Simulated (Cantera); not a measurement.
Feed: 1 mol Si(CH₃)₄, 0.46 mol C₂H₂, 120 mol H₂, equilibrated at 1875 K and 0.0133 bar.

Cantera equilibrium calculation (NASA polynomials, part measured and part estimated; ideal gas, pure solids and liquids). Rates play no part.

```tsv
species	before	after
H₂	0.994	1.000
H	0.00566	0.000112
CH₄	7.98e-6	3.87e-5
C₂H₂ (acetylene)	0.000315	6.67e-6
Si	2.27e-5	2.85e-9
C(graphite), mol	3.84	3.91
SiC(s), mol	0.996	1.000
```
Gas species are given as mole fractions.

Question: What was changed between the two runs?
(A) temperature from 1875 K to 1475 K
(B) temperature from 1875 K to 2223 K
(C) pressure from 0.0133 bar to 0.00390 bar
(D) temperature from 1875 K to 1825 K

Answer: A, temperature from 1875 K to 1475 K
